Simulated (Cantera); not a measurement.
## Thermodynamics of carbothermic reduction, feed CuO + CH4 + CO

Feed: 1 mol CuO, 0.96 mol CH4, 0.087 mol CO, held at 825 K and 0.100 bar.

Equilibrium computed with Cantera from the NASA thermochemical tables; the gas is ideal and each condensed phase is pure. Candidate condensed phases: C, C6H6, C7H8, C8H18, Cu, CuO, Cu(OH)2, Cu2O, H2O; 113 gas species. Equilibrium is a limit: real reactors are often held back by kinetics, nucleation or transport.

| Quantity | Value |
|---|---|
| x(H2) | 0.613 |
| x(CO) | 0.146 |
| x(H2O) | 0.113 |
| x(CO2) | 0.0954 |
| x(CH4) | 0.0339 |
| n(C(graphite)) | 0.381 mol |
| n(Cu(s)) | 1.00 mol |
| gas amount | 2.421 mol |
| log10 activity of Cu(OH)2(s) (absent) | -13.06 |
